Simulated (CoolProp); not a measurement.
Vapour-liquid equilibrium of isohexane (1) + ethanol (2) at 129.55 °C; x and y are mole fractions of (1).

The numbers come from the multi-fluid Helmholtz-energy mixture model, Lemmon 2006 and Schroeder 2014; pair parameters Bell 2016 in CoolProp.

Task: Give the bubble pressure and the first vapour's composition at x = 0.05, 0.2, 0.65. Is there an azeotrope?

Result: x = 0.05: 653.5 kPa, y = 0.160; x = 0.2: 799.6 kPa, y = 0.376; x = 0.65: 855.7 kPa, y = 0.570. y crosses x between x = 0.5 and 0.65: the model has an azeotrope there.

The pair parameters rest on a limited set of measurements; away from them the model extrapolates.
